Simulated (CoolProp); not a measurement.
Vapour pressure (MPa) of dimethyl ether: the reference equation beside estimates from Tc = 400.4 K, pc = 5.337 MPa, ω = 0.196.

Model: reference Helmholtz-energy equation of state, Wu 2011, in CoolProp.

```json
[
 {"T (K)": "182.5", "reference": "0.001657", "van der Waals": "0.07711", "Redlich-Kwong": "0.003032"},
 {"T (K)": "196.6", "reference": "0.005247", "van der Waals": "0.1311", "Redlich-Kwong": "0.009345"},
 {"T (K)": "210.7", "reference": "0.01391", "van der Waals": "0.2081", "Redlich-Kwong": "___"},
 {"T (K)": "224.8", "reference": "0.03203", "van der Waals": "___", "Redlich-Kwong": "0.05252"},
 {"T (K)": "238.8", "reference": "0.06553", "van der Waals": "0.4479", "Redlich-Kwong": "0.1026"},
 {"T (K)": "252.9", "reference": "0.1229", "van der Waals": "0.6199", "Redlich-Kwong": "0.1838"},
 {"T (K)": "267", "reference": "0.2138", "van der Waals": "0.8315", "Redlich-Kwong": "0.3057"},
 {"T (K)": "281.1", "reference": "0.3492", "van der Waals": "1.086", "Redlich-Kwong": "0.4785"},
 {"T (K)": "295.1", "reference": "0.5400", "van der Waals": "1.385", "Redlich-Kwong": "0.7107"},
 {"T (K)": "309.2", "reference": "0.8019", "van der Waals": "1.734", "Redlich-Kwong": "___"},
 {"T (K)": "323.3", "reference": "1.148", "van der Waals": "2.136", "Redlich-Kwong": "___"},
 {"T (K)": "337.4", "reference": "1.594", "van der Waals": "2.591", "Redlich-Kwong": "1.879"}
]
```

**Question.** Fill in the missing entries.

**Answer.** 
- 210.7, Redlich-Kwong: 0.02384
- 224.8, van der Waals: 0.3126
- 309.2, Redlich-Kwong: 1.016
- 323.3, Redlich-Kwong: 1.402

Absolute difference from the reference over all 12 rows, mean and median: van der Waals 927.8 and 346.7 %, Redlich-Kwong 48.4 and 46.3 %.
